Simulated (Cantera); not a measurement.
Input: 1 mol SiCl₄, 0.22 mol Cl₂, 4.2 mol N₂, held at 1750 K and 21.8 Torr.

Method: chemical equilibrium by Gibbs-energy minimisation in Cantera with the NASA 1993 tables (ideal gas, pure condensed phases). Candidate condensed phases: Si, Si₃N₄; 13 gas species. The tables' values for SiCl₃ are old estimates; treat these amounts as uncertain. The numbers say what is thermodynamically allowed, not how fast it happens.

Base state: N₂ 0.737, SiCl₄ 0.164, Cl 0.0838, SiCl₃ 0.0107, Cl₂ 0.00331, SiCl₂ 0.00125 (mole fractions); condensed: gas only.

Q: What changes in the equilibrium state with this change: temperature from 1750 K to 1050 K?

A: 
```csv
species,before,after
N₂,0.737,0.775
SiCl₄,0.164,0.184
Cl₂,0.00331,0.0401
Cl,0.0838,0.000932
SiCl₃,0.0107,1.68e-8
SiCl₂,0.00125,<1e-9
```
